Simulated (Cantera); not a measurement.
A closed system holds: 1 mol TiC, 0.21 mol H₂, held at 2600 K.

Equilibrium computed with Cantera from the NASA thermochemical tables; the gas is ideal and each condensed phase is pure. Candidate condensed phases: C, C₆H₆, C₇H₈, C₈H₁₈, Ti, TiC; 77 gas species. TiC: taken at fixed stoichiometry. Kinetics and transport are ignored.

**Question.** What share of the Ti ends up in condensed phases as a function of P (Pa), at 1, 10, 100, 1000, 10000, 100000, 1000000?

**Answer.** 
```json
[
 {"P (Pa)": "1", "Ti condensed (%)": "0.0", "as": "-"},
 {"P (Pa)": "10", "Ti condensed (%)": "97.3", "as": "TiC(s)"},
 {"P (Pa)": "100", "Ti condensed (%)": "99.7", "as": "TiC(s)"},
 {"P (Pa)": "1000", "Ti condensed (%)": "100.0", "as": "TiC(s)"},
 {"P (Pa)": "10000", "Ti condensed (%)": "100.0", "as": "TiC(s)"},
 {"P (Pa)": "100000", "Ti condensed (%)": "100.0", "as": "TiC(s)"},
 {"P (Pa)": "1000000", "Ti condensed (%)": "100.0", "as": "TiC(s)"}
]
```
